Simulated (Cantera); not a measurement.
Input (Python, Cantera):

```python
import numpy as np
import cantera as ct

gas = ct.Solution("gri30.yaml")
gas.TPX = 948, 160000, {'CH3OH': 0.027, 'O2': 0.016, 'N2': 1}
reactor = ct.IdealGasConstPressureReactor(gas, energy="off", clone=False)
net = ct.ReactorNet([reactor])
net.rtol, net.atol = 1e-08, 1e-18
show = ['CH3OH', 'O2', 'CH2', 'C2H2', 'HCN', 'HCO', 'HO2']
times = np.geomspace(2e-05, 40, 15)

steps = ct.SolutionArray(gas, extra=["t"])
rows = []
print(f"{'t/s':>10s}{'T/K':>9s}{'P/Pa':>11s}" + "".join(f"{s:>11s}" for s in show))
for t in times:
    while net.time < t:
        t_next = net.step()
        steps.append(gas.state, t=t_next)
    rows.append([np.interp(t, steps.t, y) for y in (steps.T, steps.P, *steps(*show).X.T)])
    print(f"{t:10.3e}{rows[-1][0]:9.1f}{rows[-1][1]:11.4g}" + "".join(f"{x:11.3e}" for x in rows[-1][2:]))
rate = np.gradient(steps.T, steps.t)
print("integrator steps:", len(steps.t))
if steps.T.max() > steps.T[0] + 200:
    print(f"time of steepest temperature rise: {steps.t[rate.argmax()]:.4e} s")
gas.TPX = 948, 160000, {'CH3OH': 0.027, 'O2': 0.016, 'N2': 1}
gas.equilibrate("TP")
print(f"equilibrium (TP): T = {gas.T:.1f} K  " + "  ".join(f"{s} {gas[s].X[0]:.3e}" for s in show))
```

Result:

```
       t/s      T/K       P/Pa      CH3OH         O2        CH2       C2H2        HCN        HCO        HO2
 2.000e-05    948.0    1.6e+05  2.589e-02  1.534e-02  2.911e-14  1.126e-24  6.288e-27  2.239e-20  3.184e-12
 5.638e-05    948.0    1.6e+05  2.589e-02  1.534e-02  2.911e-14  3.259e-24  1.929e-26  7.045e-20  9.890e-12
 1.589e-04    948.0    1.6e+05  2.589e-02  1.534e-02  2.911e-14  9.271e-24  5.658e-26  2.128e-19  2.988e-11
 4.480e-04    948.0    1.6e+05  2.589e-02  1.534e-02  2.911e-14  2.622e-23  1.650e-25  6.501e-19  9.186e-11
 1.263e-03    948.0    1.6e+05  2.589e-02  1.534e-02  2.911e-14  7.399e-23  4.797e-25  1.984e-18  2.821e-10
 3.560e-03    948.0    1.6e+05  2.589e-02  1.534e-02  2.911e-14  2.087e-22  1.376e-24  5.851e-18  8.305e-10
 1.003e-02    948.0    1.6e+05  2.589e-02  1.534e-02  2.911e-14  5.883e-22  3.914e-24  1.700e-17  2.377e-09
 2.828e-02    948.0    1.6e+05  2.589e-02  1.534e-02  2.911e-14  1.659e-21  1.118e-23  5.041e-17  6.730e-09
 7.973e-02    948.0    1.6e+05  2.589e-02  1.534e-02  2.911e-14  4.678e-21  3.270e-23  1.620e-16  1.889e-08
 2.247e-01    948.0    1.6e+05  2.589e-02  1.534e-02  2.911e-14  1.320e-20  1.073e-22  6.781e-16  5.228e-08
 6.335e-01    948.0    1.6e+05  2.589e-02  1.534e-02  2.911e-14  3.736e-20  5.557e-22  6.218e-15  1.449e-07
 1.786e+00    948.0    1.6e+05  2.587e-02  1.533e-02  2.910e-14  1.085e-19  1.409e-20  8.062e-13  9.420e-07
 5.034e+00    948.0    1.6e+05  5.705e-07  1.633e-06  2.620e-16  7.763e-09  1.637e-10  2.106e-11  2.159e-10
 1.419e+01    948.0    1.6e+05  6.143e-09  1.172e-06  4.226e-17  1.199e-08  1.637e-10  1.481e-11  1.060e-10
 4.000e+01    948.0    1.6e+05  1.623e-11  6.455e-07  1.261e-17  1.586e-08  1.637e-10  8.494e-12  3.425e-11
integrator steps: 2709
equilibrium (TP): T = 948.0 K  CH3OH 1.940e-12  O2 5.233e-23  CH2 2.303e-22  C2H2 1.119e-14  HCN 2.332e-08  HCO 7.589e-14  HO2 1.138e-26
```

Detailed kinetics in Cantera: GRI-Mech 3.0 (53 species, 325 reactions). GRI-Mech 3.0 was tuned for natural gas; its chemistry of methanol as a main component is partial and can be far from experiment. Below about 1000 K GRI-Mech 3.0 lacks low-temperature oxidation paths.
